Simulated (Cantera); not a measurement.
Thermodynamics of hydrogen reduction and annealing atmospheres, feed ZrO₂ + H₂

Charge: 1 mol ZrO₂, 1.7 mol H₂, equilibrated at 1.40 bar.

Method: chemical equilibrium by Gibbs-energy minimisation in Cantera with the NASA 1993 tables (ideal gas, pure condensed phases). Candidate condensed phases: H₂O, Zr, ZrO₂; 12 gas species. The numbers say what is thermodynamically allowed, not how fast it happens.

```csv
T (K),log p H₂,log p H,log p H₂O,log p ZrO,log p Zr,log p OH,log p ZrO₂,n ZrO₂(monoclinic),n ZrO₂(tetragonal)
1348,0.15,-5.56,-9.50,<-11,<-11,<-11,<-11,1.00,0
1448,0.15,-4.96,-8.71,<-11,<-11,<-11,<-11,1.00,0
1548,0.15,-4.44,-8.03,<-11,<-11,<-11,<-11,0,1.00
1648,0.15,-3.98,-7.44,-10.72,<-11,<-11,<-11,0,1.00
1748,0.15,-3.57,-6.91,-9.60,-10.88,<-11,<-11,0,1.00
1848,0.15,-3.20,-6.45,-8.61,-9.90,-10.93,<-11,0,1.00
1948,0.15,-2.87,-6.03,-7.71,-9.03,-10.09,-11.02,0,1.000
2048,0.15,-2.58,-5.65,-6.91,-8.24,-9.33,-10.01,0,1.000
2148,0.14,-2.31,-5.30,-6.19,-7.53,-8.65,-9.09,0,1.000
2248,0.14,-2.06,-4.98,-5.54,-6.91,-8.01,-8.25,0,1.000
```
log p: log10 of the partial pressure in bar; n: condensed amount in mol.

From 1348 K to 1448 K the condensed part is ZrO₂(monoclinic). From 1548 K to 2248 K the condensed part is ZrO₂(tetragonal).
